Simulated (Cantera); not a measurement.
Charge: 1 mol Pb, 3.9 mol CO, a varied amount of N2, at 1 atm.

Method: chemical equilibrium by Gibbs-energy minimisation in Cantera with the NASA 1993 tables (ideal gas, pure condensed phases). Candidate condensed phases: C, Pb, PbO, PbO2, Pb3O4; 27 gas species. Equilibrium is a limit: real reactors are often held back by kinetics, nucleation or transport.

Stable condensed phases, one row left out:

```
T in °C \ n(N2) in mol
         0.82  1.2  1.8  2.6  3.8  5.6  8.3   12   18   27   39   57   85
   1200     A    A    A    A    A    A    A    A    A    A    B    C    C
   1150     A    A    A    A    A    A    A    A    A    A    A    B    B
   1050     A    A    A    A    A    A    A    A    A    A    A    A    A
   1000     A    A    A    A    A    A    A    A    A    A    A    A    A
    950     A    A    A    A    A    A    A    A    A    A    A    A    A
    900     A    A    A    A    A    A    A    A    A    A    A    A    A
    850     A    A    A    A    A    A    A    A    A    A    A    A    A
    800     A    A    A    A    A    A    A    A    A    A    A    A    A
```

A: C + Pb; B: Pb; C: gas only.

Task: Give the row for 1100 °C.

Result: 0.82: C + Pb; 1.2: C + Pb; 1.8: C + Pb; 2.6: C + Pb; 3.8: C + Pb; 5.6: C + Pb; 8.3: C + Pb; 12: C + Pb; 18: C + Pb; 27: C + Pb; 39: C + Pb; 57: C + Pb; 85: C + Pb.
